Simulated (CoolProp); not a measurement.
The numbers come from the reference Helmholtz-energy equation of state, Thol 2019 in CoolProp.

Question: For n-hexane, give the phase and the viscosity (µPa s), Prandtl number at 194.95 °C and 251 kPa; 194.95 °C and 406 kPa; 194.95 °C and 4470 kPa.

Answer: 
- 194.95 °C and 251 kPa: gas; viscosity 9.82, Prandtl number 0.766
- 194.95 °C and 406 kPa: gas; viscosity 9.92, Prandtl number 0.784
- 194.95 °C and 4470 kPa: liquid; viscosity 79.8, Prandtl number 3.00

Viscosity comes from a separate model (Michailidou 2013). Thermal conductivity comes from a separate model (Assael 2013).
